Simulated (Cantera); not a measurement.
Feed: 1 mol SiC, 0.073 mol O2, 330 mol H2, equilibrated at 100000 Pa.

These are equilibrium values from Cantera (NASA tables, ideal gas, pure condensed phases), not measurements of a reactor. Candidate condensed phases: C, C6H6, C7H8, C8H18, H2O, Si, SiC, SiO2; 123 gas species. Mutual solubility and eutectic melting of coexisting phases are not modelled. The tables hold silica as quartz up to 1696 K and as liquid above; real silica turns to tridymite and cristobalite and melts near 1996 K. Gases not in the tables: Si2H6 and higher silanes. The numbers say what is thermodynamically allowed, not how fast it happens.

log p: log10 of the partial pressure in bar; n: condensed amount in mol.

| T (K) | log p H2 | log p H | log p SiO | log p CO | log p CH4 | log p SiH2 | log p Si | n SiC(s) | n SiO2(β-quartz) |
|---|---|---|---|---|---|---|---|---|---|
| 950 | 0.00 | -9.25 | -10.60 | <-12 | -3.65 | ___ | <-12 | 0.927 | 0.0730 |
| 1050 | 0.00 | -8.09 | -8.83 | -9.77 | -3.65 | ___ | <-12 | 0.927 | 0.0730 |
| 1150 | 0.00 | -7.13 | -7.37 | -7.87 | -3.66 | ___ | <-12 | 0.927 | 0.0730 |
| 1250 | 0.00 | -6.32 | -6.15 | -6.28 | -3.66 | ___ | <-12 | 0.927 | 0.0727 |
| 1350 | 0.00 | -5.62 | -5.10 | -4.97 | -3.68 | ___ | -10.68 | 0.928 | 0.0696 |
| 1450 | 0.00 | -5.02 | -4.11 | -4.09 | -3.87 | ___ | -9.35 | 0.929 | 0.0460 |
| 1550 | 0.00 | -4.50 | -3.59 | -3.75 | -4.08 | ___ | -8.14 | 0.914 | 0 |
| 1650 | 0.00 | -4.04 | -3.60 | -3.73 | -4.17 | ___ | -7.18 | 0.916 | 0 |
| 1750 | 0.00 | -3.63 | -3.61 | -3.71 | -4.25 | ___ | -6.34 | 0.916 | 0 |
| 1850 | 0.00 | -3.27 | -3.63 | -3.69 | -4.31 | ___ | -5.59 | 0.915 | 0 |
| 1950 | 0.00 | -2.94 | -3.66 | -3.65 | -4.35 | ___ | -4.93 | 0.908 | 0 |

Some entries are withheld; supply them.


- 950, log p SiH2: -11.42
- 1050, log p SiH2: -10.24
- 1150, log p SiH2: -9.27
- 1250, log p SiH2: -8.45
- 1350, log p SiH2: -7.74
- 1450, log p SiH2: -6.95
- 1550, log p SiH2: -6.22
- 1650, log p SiH2: -5.67
- 1750, log p SiH2: -5.19
- 1850, log p SiH2: -4.77
- 1950, log p SiH2: -4.41
